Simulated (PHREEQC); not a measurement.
A solution holds 6.2 mmol/kgw NH4HF2, 0.32 mmol/kgw (NH4)2SiF6 and 34 mmol/kgw H2SO4, at 25 °C. Closed to the air; pH follows from the charge balance.

Computed with PHREEQC (ion-association model, phreeqc.dat).

Each row changes one thing in this solution. Precipitation was switched off in this run.

| case | pH | ionic strength (mol/kgw) | HSO4- (mol/kgw) | HF (mol/kgw) | SO4-2 (mol/kgw) | NH4+ (mol/kgw) |
|---|---|---|---|---|---|---|
| as made | 1.47 | 0.0592 | 0.0216 | 0.0121 | 0.0120 | 0.00642 |
| NH4HF2 from 0.0062 to 0.00558 mol/kgw | 1.46 | 0.0590 | 0.0217 | 0.0109 | 0.0119 | 0.00584 |
| temperature from 25 to 85 °C | 1.57 | 0.0429 | 0.0295 | 0.0141 | 0.00438 | 0.00668 |
| diluted 100-fold with water | 3.19 | 0.00106 | 1.81e-5 | 6.90e-5 | 0.000322 | 6.82e-5 |
| H2SO4 from 0.034 to 0.068 mol/kgw | 1.19 | 0.103 | 0.0507 | 0.0122 | 0.0168 | 0.00636 |
| 0.06 mol/kgw HF added | 1.45 | 0.0605 | 0.0219 | 0.0698 | 0.0117 | 0.00643 |
| diluted 5-fold with water | 2.05 | 0.0155 | 0.00255 | 0.00249 | 0.00421 | 0.00132 |
| (NH4)2SiF6 replaced by (CH3)4NF at the same molality | 1.47 | 0.0583 | 0.0216 | 0.0124 | 0.0120 | 0.00581 |
| NH4HF2 left out | 1.42 | 0.0566 | 0.0227 | 0.00186 | 0.0112 | 0.000602 |

Some of these states are supersaturated (in Quartz (slow to form), Chalcedony (slow to form), for instance). Away from 25 °C the constants follow the database's enthalpies or fits; those with neither stay at their 25 °C values. SiF6-2 is the database's only silicon fluoride.
